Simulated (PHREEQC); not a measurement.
Na2CO3 is added in steps, without added water, to 1 kg of water holding 0.0021 mol Ni(NO3)2, at 25 °C. O2 is buffered at 0.21 atm. No CO2 enters from the air. Solids allowed: Ni(OH)2, NiCO3, Nahcolite, Natron. Others were left out.

Base run: PHREEQC, ion-association model, wateq4f.dat. Each further column changes one thing. The table gives Ni+2 (mol/kgw).

| Na2CO3 added (mol) | base | all activity coefficients set to 1 | Davies equation for every ion | Debye-Hückel limiting law | metal-ligand complexes left out |
|---|---|---|---|---|---|
| 0 | 0.00210 | 0.00210 | 0.00210 | 0.00210 | 0.00210 |
| 0.0003833 | 0.00175 | 0.00174 | 0.00175 | 0.00175 | 0.00186 |
| 0.0009583 | 0.00125 | 0.00123 | 0.00125 | 0.00125 | 0.00152 |
| 0.001342 | 0.000936 | 0.000904 | 0.000936 | 0.000940 | 0.00130 |
| 0.001917 | 0.000512 | 0.000469 | 0.000512 | 0.000517 | 0.000972 |
| 0.0023 | 0.000285 | 0.000241 | 0.000286 | 0.000290 | 0.000766 |
| 0.002683 | 0.000129 | 9.64e-5 | 0.000129 | 0.000133 | 0.000570 |
| 0.003258 | 2.62e-5 | 1.66e-5 | 2.63e-5 | 2.76e-5 | 0.000300 |
| 0.003642 | 6.57e-6 | 3.86e-6 | 6.61e-6 | 7.01e-6 | 0.000144 |
| 0.004217 | 2.70e-7 | 1.32e-7 | 2.73e-7 | 2.99e-7 | 1.91e-6 |
| 0.0046 | 3.89e-8 | 1.67e-8 | 3.96e-8 | 4.45e-8 | 4.37e-8 |

The database's nickel carbonate constants are estimates that later reviews lower a good deal. The database's Ni(OH)2 is the aged solid; a fresh precipitate is more soluble.
